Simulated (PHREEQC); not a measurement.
Solution (20 °C): 0.0013 mol NaHF2, 0.049 mol Na2SO4, 0.00042 mol Li2CO3 and 4.2e-05 mol H4SiO4 per kg of water. Closed to the air; pH follows from the charge balance.

Model: ion-association model, wateq4f.dat, run in PHREEQC.

Each row changes one thing in this solution. This is a speciation only: nothing precipitates in the calculation.

| case | pH | ionic strength (mol/kgw) | Na+ (mol/kgw) | HCO3- (mol/kgw) | NaHCO3 (mol/kgw) | SI of Quartz (SiO2) |
|---|---|---|---|---|---|---|
| as made | 4.05 | 0.136 | 0.0928 | 2.60e-6 | 7.78e-8 | -0.31 |
| Na2SO4 replaced by NaHS at the same molality | 8.64 | 0.0511 | 0.0502 | ___ | 7.50e-6 | -0.34 |
| Na2SO4 from 0.049 to 0.0441 mol/kgw | 4.04 | 0.123 | 0.0840 | 2.53e-6 | 6.98e-8 | -0.31 |
| 0.0049 mol/kgw HF added | 3.13 | 0.136 | 0.0929 | 3.11e-7 | 9.29e-9 | -3.51 |
| NaHF2 left out | 10.13 | 0.135 | 0.0915 | 0.000148 | 4.37e-6 | -0.82 |
| Na2SO4 replaced by Fe2(SO4)3 at the same molality | 2.58 | 0.171 | 0.00123 | 9.02e-8 | 3.41e-11 | -0.30 |
| H4SiO4 replaced by Na2SiO3 at the same molality | 4.14 | 0.136 | 0.0929 | 3.19e-6 | ___ | -0.31 |
| temperature from 20 to 45 °C | 4.22 | 0.135 | 0.0922 | 4.74e-6 | 1.38e-7 | -0.66 |

**Question.** Fill in the missing entries.

**Answer.** 
- Na2SO4 replaced by NaHS at the same molality, HCO3- (mol/kgw): 0.000394
- H4SiO4 replaced by Na2SiO3 at the same molality, NaHCO3 (mol/kgw): 9.54e-8

Some of these states are supersaturated (in Jarosite-Na, Hematite (slow to form), for instance). At this temperature some constants are extrapolated from 25 °C, and those without enthalpy data are left unchanged. SiF6-2 is the database's only silicon fluoride. Fluoro complexes past AlF4- and FeF3 are missing from the database. The polysulfide entries of wateq4f.dat were taken out for this run.
